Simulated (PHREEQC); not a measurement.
## Leach liquor: speciation

A solution holds 150 mmol/kgw HCl and 0.081 mmol/kgw MnSO4, at 52 °C. It is in equilibrium with CO2 at log p = -3.4 (atm). Otherwise closed; pH follows from the charge balance.

The numbers come from PHREEQC with the ion-association model, wateq4f.dat.

Each row changes one thing in this solution. This is a speciation only: nothing precipitates in the calculation.

```
case                                          pH  ionic strength (mol/kgw)  HSO4- (mol/kgw)  MnCl+ (mol/kgw)  SO4-2 (mol/kgw)  MnCl2 (mol/kgw)  SI of Rhodochrosite (MnCO3)
------------------------------------------  ----  ------------------------  ---------------  ---------------  ---------------  ---------------  ---------------------------
as made                                     0.92                     0.150          7.31e-5          1.35e-5          7.87e-6          4.60e-7                       -13.17
0.01 mol/kgw Ca(HCO3)2 added                0.98                     0.160          6.78e-5          1.32e-5          8.59e-6          4.45e-7                       -13.05
temperature from 52 to 70 °C                0.92                     0.150          7.58e-5          1.30e-5          5.23e-6          4.35e-7                       -13.23
HCl replaced by FeCl3 at the same molality  1.72                     0.534          7.91e-6          1.81e-5          7.84e-6          9.61e-7                       -11.77
MnSO4 from 8.1e-05 to 7.29e-05 mol/kgw      0.92                     0.150          6.58e-5          1.21e-5          7.08e-6          4.14e-7                       -13.21
0.087 mol/kgw KOH added                     1.30                     0.150          6.10e-5          1.34e-5          1.56e-5          4.60e-7                       -12.41
```

Complexes and solids missing from the database can't appear. Some of these states are supersaturated (in Hematite (slow to form), Goethite (slow to form), for instance). At this temperature some constants are extrapolated from 25 °C, and those without enthalpy data are left unchanged.
